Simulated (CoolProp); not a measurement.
A single-stage vapour-compression cycle with R1224YDZ: evaporating at 274.15 K (dew point), condensing at 299.15 K (bubble point), superheat 8 K, subcooling 5 K, compressor efficiency 0.7, no pressure losses. Each further row changes one setting.

Model: reference Helmholtz-energy equation of state, Akasaka 2023, in CoolProp.

| case | cooling COP | pressure ratio | discharge temperature (K) | refrigerating effect (kJ/kg) | volumetric capacity (kJ/m³) |
|---|---|---|---|---|---|
| as stated | 7.26 | 2.66 | 313.4 | 160 | 598 |
| evaporating temperature 279.15 K | 9.41 | [?] | 311.8 | [?] | [?] |
| condensing temperature 294.15 K | 9.25 | 2.22 | 307.6 | 165 | 620 |
| subcooling 10 K | [?] | 2.66 | 313.4 | 165 | 620 |
| superheat 18 K | 7.31 | 2.66 | 323.6 | 167 | 603 |
| compressor efficiency 0.6 | [?] | 2.66 | 317.8 | 160 | 598 |

Task: What belongs in the gaps?

Result: 
- evaporating temperature 279.15 K, pressure ratio: 2.15
- evaporating temperature 279.15 K, refrigerating effect (kJ/kg): 163
- evaporating temperature 279.15 K, volumetric capacity (kJ/m³): 746
- subcooling 10 K, cooling COP: 7.52
- compressor efficiency 0.6, cooling COP: 6.22
